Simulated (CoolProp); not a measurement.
CF4 (R14) along the isobar 3.02 MPa: density (kg/m³) from the reference equation and from simpler models built on Tc = 227.4 K, pc = 3.762 MPa, ω = 0.178; each cubic takes its own stable root.

Model: reference Helmholtz-energy equation of state, Platzer 1990, in CoolProp. This equation is an older, rougher fit; its heat capacities, sound speeds and derivatives of the liquid may be far off and weren't checked against measurements.

| T (K) | phase | reference |
|---|---|---|
| 215.2 | liquid | 1098 |
| 245.3 | gas | 173.3 |
| 275.4 | gas | 137.0 |
| 305.5 | gas | 116.3 |
| 335.6 | gas | 102.1 |
| 365.7 | gas | 91.43 |
| 395.8 | gas | 83.07 |
| 425.9 | gas | 76.26 |
| 455.9 | gas | 70.59 |
| 486 | gas | 65.76 |

Q: How far does each simpler model (van der Waals, Redlich-Kwong) lie from the reference over these 10 states: mean and median of the absolute difference, and the worst?

A: 
- van der Waals: mean 5.7 %, median 2.6 %, worst -37.0 % at 215.2 K and 3.02 MPa
- Redlich-Kwong: mean 2.9 %, median 1.5 %, worst -15.8 % at 215.2 K and 3.02 MPa
